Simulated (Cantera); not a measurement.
An isothermal, constant-pressure homogeneous reactor starts with CH₄ : H₂ = 1 : 43 (molar parts), at 1473 K and 0.0267 bar. Integrator tolerance rtol = 1e-08.

Detailed kinetics in Cantera: GRI-Mech 3.0 (53 species, 325 reactions). GRI-Mech 3.0 stops at C3 and has no aromatics, soot or wall deposition, so with more carbon than oxygen in the feed, carbon stays in small species such as C2H2 where larger ones or solid carbon would form. Radical loss at walls, strong at low pressure, is not modelled.

What does this change do: temperature 1473 to 1223 K?


```
quantity                                             before                                     after
-----------------  ----------------------------------------  ----------------------------------------
x(CH₄) at 90.0 s     0.0110 (gas-phase equilibrium 0.00292)     0.0227 (gas-phase equilibrium 0.0212)
x(H₂) at 90.0 s         0.983 (gas-phase equilibrium 0.987)       0.977 (gas-phase equilibrium 0.978)
x(C₂H) at 90.0 s   6.60e-10 (gas-phase equilibrium 1.20e-9)     <1e-12 (gas-phase equilibrium <1e-12)
x(C₂H₄) at 90.0 s   5.79e-5 (gas-phase equilibrium 9.37e-5)  3.96e-6 (gas-phase equilibrium 0.000135)
x(CH₃) at 90.0 s    1.64e-5 (gas-phase equilibrium 4.62e-6)   6.83e-7 (gas-phase equilibrium 7.64e-7)
x(C₂H₂) at 90.0 s   0.00565 (gas-phase equilibrium 0.00959)  6.77e-6 (gas-phase equilibrium 0.000612)
x(H) at 90.0 s      7.24e-5 (gas-phase equilibrium 7.75e-5)   1.53e-6 (gas-phase equilibrium 1.83e-6)
```

What does this change do: temperature 1473 to 1850 K?


```
quantity                                             before                                      after
-----------------  ----------------------------------------  -----------------------------------------
x(CH₄) at 90.0 s     0.0110 (gas-phase equilibrium 0.00292)  0.000110 (gas-phase equilibrium 0.000110)
x(H₂) at 90.0 s         0.983 (gas-phase equilibrium 0.987)        0.986 (gas-phase equilibrium 0.986)
x(C₂H) at 90.0 s   6.60e-10 (gas-phase equilibrium 1.20e-9)    3.97e-7 (gas-phase equilibrium 3.97e-7)
x(C₂H₄) at 90.0 s   5.79e-5 (gas-phase equilibrium 9.37e-5)    4.81e-6 (gas-phase equilibrium 4.81e-6)
x(CH₃) at 90.0 s    1.64e-5 (gas-phase equilibrium 4.62e-6)    7.40e-6 (gas-phase equilibrium 7.40e-6)
x(C₂H₂) at 90.0 s   0.00565 (gas-phase equilibrium 0.00959)      0.0110 (gas-phase equilibrium 0.0110)
x(H) at 90.0 s      7.24e-5 (gas-phase equilibrium 7.75e-5)    0.00330 (gas-phase equilibrium 0.00330)
```
